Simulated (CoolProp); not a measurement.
1000 sccm (0 °C, 1 atm) of nitrogen bubbles through liquid tetradecamethylhexasiloxane (MD4M) at 366.4 K and leaves saturated at a total pressure of 0.00559 MPa (ideal gas phase). Each further row changes one setting.

Values from CoolProp's reference Helmholtz-energy equation of state, Thol 2019.

```
case                       vapour pressure (kPa)  mole fraction of vapour  delivery (mg/min)  delivery (sccm)  change of delivery for a bath 1 K warmer (%)
-------------------------  ---------------------  -----------------------  -----------------  ---------------  --------------------------------------------
as stated                                  0.203                   0.0364                773             37.8                                           6.7
bath temperature 371.4 K                   0.276                   0.0494               1060             52.0                                           6.5
total pressure 0.0112 MPa                  0.203                   0.0182                379             18.5                                           6.5
```
